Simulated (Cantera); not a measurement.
Charge: 1 mol HMDSO, 0.11 mol CO2, 30 mol H2, at 1.65 Torr.

Method: chemical equilibrium by Gibbs-energy minimisation in Cantera with the NASA 1993 tables (ideal gas, pure condensed phases). Candidate condensed phases: C, C6H6, C7H8, C8H18, H2O, Si, SiC, SiO2; 123 gas species. The feed counts by its element totals alone. Mutual solubility and eutectic melting of coexisting phases are not modelled. The tables hold silica as quartz up to 1696 K and as liquid above; real silica turns to tridymite and cristobalite and melts near 1996 K. The numbers say what is thermodynamically allowed, not how fast it happens.

Which condensed phases are stable at each of these points (T (°C)): 527, 627, 727, 827, 927, 1027, 1127, 1227, 1327, 1427, 1527, 1627, 1727?


| T (°C) | condensed phases | Si condensed (%) |
|---|---|---|
| 527 | C(graphite) + SiC(s) + SiO2(α-quartz) | 100.0 |
| 627 | C(graphite) + SiC(s) + SiO2(β-quartz) | 100.0 |
| 727 | C(graphite) + SiC(s) + SiO2(β-quartz) | 100.0 |
| 827 | C(graphite) + SiC(s) + SiO2(β-quartz) | 100.0 |
| 927 | C(graphite) + SiC(s) + SiO2(β-quartz) | 100.0 |
| 1027 | C(graphite) + SiC(s) | 100.0 |
| 1127 | C(graphite) + SiC(s) | 99.9 |
| 1227 | C(graphite) + SiC(s) | 99.9 |
| 1327 | C(graphite) + SiC(s) | 99.8 |
| 1427 | C(graphite) + SiC(s) | 99.7 |
| 1527 | C(graphite) + SiC(s) | 99.6 |
| 1627 | C(graphite) + SiC(s) | 99.1 |
| 1727 | C(graphite) + SiC(s) | 96.9 |

At 527 °C the condensed part is C(graphite) + SiC(s) + SiO2(α-quartz). From 627 °C to 927 °C the condensed part is C(graphite) + SiC(s) + SiO2(β-quartz). From 1027 °C to 1727 °C the condensed part is C(graphite) + SiC(s).
